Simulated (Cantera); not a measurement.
Feed: 1 mol C2H6, 2.5 mol NH3, 0.19 mol N2, equilibrated at 1125 K and 13300 Pa.

Cantera equilibrium calculation (NASA polynomials, part measured and part estimated; ideal gas, pure solids and liquids). Candidate condensed phases: C, C6H6, C7H8, C8H18; 92 gas species. Rates play no part.

Base state: H2 0.821, N2 0.176, CH4 0.00259, HCN 1.17e-5, NH3 1.16e-5 (mole fractions); condensed: C(graphite).

What changes in the equilibrium state with this change: temperature from 1125 K to 775 K?


| species | before | after |
|---|---|---|
| H2 | 0.821 | 0.677 |
| N2 | 0.176 | 0.198 |
| CH4 | 0.00259 | 0.125 |
| HCN | 1.17e-5 | 1.79e-8 |
| NH3 | 1.16e-5 | 0.000128 |
| C(graphite), mol | 1.98 | 1.09 |

What changes in the equilibrium state with this change: temperature from 1125 K to 500 K?


| species | before | after |
|---|---|---|
| H2 | 0.821 | 0.438 |
| CH4 | 0.00259 | 0.325 |
| N2 | 0.176 | 0.231 |
| HCN | 1.17e-5 | <1e-9 |
| NH3 | 1.16e-5 | 0.00590 |
| C(graphite), mol | 1.98 | 0 |
